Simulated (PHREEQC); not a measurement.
Leach liquor (model solution)

A solution holds 0.068 mol/kgw HCl, 0.002 mol/kgw CuSO4 and 0.0092 mol/kgw Na2SO4, at 80 °C. Closed to the air; pH follows from the charge balance.

Computed with PHREEQC (ion-association model, wateq4f.dat).

Each row changes one thing in this solution. Precipitation was switched off in this run.

| case | pH | ionic strength (mol/kgw) | HSO4- (mol/kgw) | Cu+2 (mol/kgw) | SO4-2 (mol/kgw) | CuCl+ (mol/kgw) | SI of Chalcanthite (CuSO4:5H2O) | SI of Halite (NaCl) |
|---|---|---|---|---|---|---|---|---|
| as made | 1.32 | 0.0817 | 0.00997 | 0.00115 | 0.00113 | 0.000774 | -4.27 | -4.83 |
| Na2SO4 from 0.0092 to 0.0138 mol/kgw | 1.36 | 0.0875 | 0.0139 | 0.00115 | 0.00172 | 0.000756 | -4.11 | -4.66 |
| 0.002 mol/kgw NaF added | 1.34 | 0.0818 | 0.00993 | 0.00115 | 0.00116 | 0.000773 | -4.26 | -4.78 |
| temperature from 80 to 90 °C | 1.33 | 0.0809 | 0.0102 | 0.00100 | 0.000886 | 0.000929 | -4.48 | -4.85 |
| temperature from 80 to 20 °C | 1.30 | 0.0874 | 0.00748 | 0.00171 | 0.00341 | 0.000101 | -3.37 | -4.69 |
| HCl from 0.068 to 0.0612 mol/kgw | 1.38 | 0.0752 | 0.00986 | 0.00118 | 0.00123 | 0.000735 | -4.20 | -4.87 |

Species that the database lacks are ignored. Constants without temperature data keep their 25 °C values here.
